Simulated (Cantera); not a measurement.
What does this Cantera script print?

```python
import numpy as np
import cantera as ct

gas_names = """
    CL CL2 H HCL H2 Si SiCL SiCL2 SiCL3 SiCL4 SiH SiHCL3 SiH2 SiH2CL2 SiH3 SiH3CL SiH4 Si2 Si3
""".split()
cond_names = """
    Si(cr) Si(L)
""".split()


# ... load() reads the species with a 1 bar reference pressure and builds the phases ...
atoms = {
    'Si': {'Si': 1},
    'HCl': {'H': 1, 'CL': 1},
    'H2': {'H': 2},
}
top_T = {}  # K; cautious upper limits of use, not melting points


# ... equilibrate(T, P, feed) seeds the gas with the atoms and calls Mixture.equilibrate('TP', solver="vcs", rtol=1e-11, max_steps=5000) ...
results = []
feed = {'Si': 1, 'HCl': 1.6, 'H2': 5.5}  # mol
T = 1475  # K
P = 2400000  # Pa
mix = equilibrate(T, P, feed)
results.append((T, P, feed, dict(zip(mix.species_names, mix.species_moles))))
print(gas.report(threshold=1e-05))
for i in range(1, mix.n_phases):
    print(f"{mix.phase(i).name:16s} {mix.phase_moles(i):12.5e} mol")
```

Result:

```
       temperature   1475 K
          pressure   2.4e+06 Pa
           density   2.3625 kg/m^3
  mean mol. weight   12.072 kg/kmol
   phase of matter   gas

                          1 kg             1 kmol
                     ---------------   ---------------
          enthalpy        5.3179e+05        6.4199e+06  J
   internal energy       -4.8408e+05        -5.844e+06  J
           entropy             14604         1.763e+05  J/K
    Gibbs function       -2.1009e+07       -2.5363e+08  J
 heat capacity c_p            3014.9             36397  J/K
 heat capacity c_v            2326.2             28082  J/K

                      mass frac. Y      mole frac. X     chem. pot. / RT
                     ---------------   ---------------   ---------------
               HCL           0.14546          0.048165           -32.735
                H2           0.14835           0.88832           -15.494
             SiCL2           0.06742         0.0082225           -54.519
             SiCL3          0.067255         0.0060395           -79.506
             SiCL4           0.21238          0.015092           -104.49
            SiHCL3           0.29553          0.026341           -87.254
           SiH2CL2          0.060372          0.007216           -70.013
            SiH3CL         0.0031837        0.00057745           -52.773
              SiH4        5.0114e-05        1.8837e-05           -35.532
     [  +10 minor]        3.3297e-06        3.6658e-06

Si(cr)            5.71484e-01 mol
```

Equilibrium computed with Cantera from the NASA thermochemical tables; the gas is ideal and each condensed phase is pure. The tables' values for SiCl3 are old estimates; treat these amounts as uncertain. Gases not in the tables: Si2H6 and higher silanes.
